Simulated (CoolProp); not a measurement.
A simple Rankine cycle with R236FA: condensing at 297.15 K, boiler at 2.42 MPa, turbine inlet 389 K, turbine efficiency 0.9, pump efficiency 0.7, no recuperator. Each further row changes one setting.

Computed with CoolProp (reference Helmholtz-energy equation of state, Pan 2012).

| case | thermal efficiency (%) | net work (kJ/kg) | heat in (kJ/kg) | turbine exit temperature (K) | volume ratio over the turbine |
|---|---|---|---|---|---|
| as stated | 14.5 | 28.3 | 196 | 321.5 | 12.1 |
| condensing temperature 289.15 K | 15.7 | 32.3 | 206 | 315.7 | 15.9 |
| boiler pressure 1.69 MPa | 12.9 | 27.3 | 212 | 340.5 | 7.03 |
| turbine efficiency 0.8 | 12.7 | 24.9 | 196 | 325.3 | 12.2 |
